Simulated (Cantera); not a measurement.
A closed system holds: 1 mol C6H6, 0.017 mol O2, 26 mol H2, at 1200 K.

These are equilibrium values from Cantera (NASA tables, ideal gas, pure condensed phases), not measurements of a reactor. Candidate condensed phases: C, C6H6, C7H8, C8H18, H2O; 110 gas species. The ideal-gas law is rough above about 30 bar. The numbers say what is thermodynamically allowed, not how fast it happens.

log p: log10 of the partial pressure in bar; n: condensed amount in mol.

```
P (Pa)    log p H2  log p CH4  log p H2O  log p CO  log p C2H6     log p H  n C(graphite)
--------  --------  ---------  ---------  --------  ----------  ----------  -------------
10           -4.00      -9.80     -12.52     -6.93        <-16  (withheld)           5.97
46           -3.34      -8.48     -11.19     -6.27        <-15  (withheld)           5.97
220          -2.66      -7.12      -9.83     -5.59        <-14  (withheld)           5.96
1000         -2.00      -5.80      -8.52     -4.93      -12.72  (withheld)           5.96
4600         -1.34      -4.48      -7.19     -4.27      -10.73  (withheld)           5.95
22000        -0.66      -3.12      -5.84     -3.59       -8.69  (withheld)           5.87
100000       -0.01      -1.82      -4.53     -2.94       -6.74  (withheld)           5.53
460000        0.63      -0.53      -3.24     -2.29       -4.81  (withheld)           4.23
2200000       1.24       0.67      -2.01     -1.67       -3.00  (withheld)          0.859
10000000      1.87       1.42      -0.89     -1.70       -2.15  (withheld)              0
```

What belongs in the gaps?


- 10, log p H: -8.71
- 46, log p H: -8.37
- 220, log p H: -8.03
- 1000, log p H: -7.71
- 4600, log p H: -7.37
- 22000, log p H: -7.03
- 100000, log p H: -6.71
- 460000, log p H: -6.39
- 2200000, log p H: -6.09
- 10000000, log p H: -5.77
